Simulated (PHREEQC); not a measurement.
A column of 1 m (30 cells, dispersivity 0.05 m, 300 s a shift, diffusion coefficient 3e-10 m²/s) holds 0.0041 eq of the database's cation exchanger X per kg of pore water, first in equilibrium with 8.7 mmol/kgw KBr and 0.01 mmol/kgw HCl. It is flushed with 0.0018 mol MgCl2 and 1e-05 mol HCl per kg of water, at 40 °C. Values are for the last cell. No CO2 enters from the air. No solid was allowed to form.

The numbers come from PHREEQC with the ion-association model, phreeqc.dat.

Problem. Predict Br in solution (mol/kgw), K in solution (mol/kgw), KX on the exchanger (mol/kgw) at pore volumes = 2.683, 3.35.

Solution. 
```tsv
pore volumes	Br in solution (mol/kgw)	K in solution (mol/kgw)	KX on the exchanger (mol/kgw)
2.683	2.64e-6	0.000126	2.66e-5
3.35	9.75e-8	8.36e-6	1.74e-6
```

Species that the database lacks are ignored. At this temperature some constants are extrapolated from 25 °C, and those without enthalpy data are left unchanged.
